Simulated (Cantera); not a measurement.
An adiabatic, constant-volume homogeneous reactor starts with CH₄ : H₂ : O₂ : N₂ : H₂O = 1 : 0.049 : 3.07 : 11.5 : 2.8 (molar parts), equivalence ratio 0.66, at 1050 K and 0.640 bar.

Detailed kinetics in Cantera: GRI-Mech 3.0 (53 species, 325 reactions).

Predict: time of steepest temperature rise; temperature at 1.00 s; equilibrium temperature; x(H₂) at 1.00 s; x(O₂) at 1.00 s; x(NO) at 1.00 s; x(H) at 1.00 s; x(H₂O) at 1.00 s.


```json
{
 "time_of_steepest_temperature_rise": "0.254 s",
 "temperature at 1.00 s": "2325 K",
 "equilibrium_temperature": "2325 K",
 "x(H₂) at 1.00 s": "0.00225 (gas-phase equilibrium 0.00225)",
 "x(O₂) at 1.00 s": "0.0527 (gas-phase equilibrium 0.0527)",
 "x(NO) at 1.00 s": "0.00736 (gas-phase equilibrium 0.00736)",
 "x(H) at 1.00 s": "0.000442 (gas-phase equilibrium 0.000442)",
 "x(H₂O) at 1.00 s": "0.256 (gas-phase equilibrium 0.256)"
}
```
